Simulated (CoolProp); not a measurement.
Vapour-liquid equilibrium of propane (1) + isobutene (2) at 0.0408 MPa; x and y are mole fractions of (1).

Values from CoolProp's multi-fluid Helmholtz-energy mixture model, Lemmon 2009 and Lemmon 2005; pair parameters Bell 2016.

```
x      bubble temperature (K)  y at the bubble point  dew temperature at overall composition x (K)  liquid density (mol/L)
-----  ----------------------  ---------------------  --------------------------------------------  ----------------------
0.05                    240.0                  0.249                                         244.1                   11.73
0.125                   234.7                  0.465                                         242.6                   11.92
0.2                     231.0                  0.592                                         241.1                   12.08
0.275                   228.1                  0.677                                         239.4                   12.23
0.35                    225.7                  0.740                                         237.7                   12.37
0.425                   223.7                  0.790                                         235.8                   12.52
0.5                     221.9                  0.832                                         233.7                   12.66
0.575                   220.2                  0.868                                         231.5                   12.80
0.65                    218.6                  0.899                                         229.0                   12.95
0.725                   217.1                  0.927                                         226.3                   13.10
0.8                     215.7                  0.951                                         223.3                   13.25
0.875                   214.4                  0.972                                         219.8                   13.40
0.95                    213.1                  0.990                                         215.8                   13.55
```

No azeotrope shows between x = 0.05 and 0.95.

The pair parameters rest on a limited set of measurements; away from them the model extrapolates.
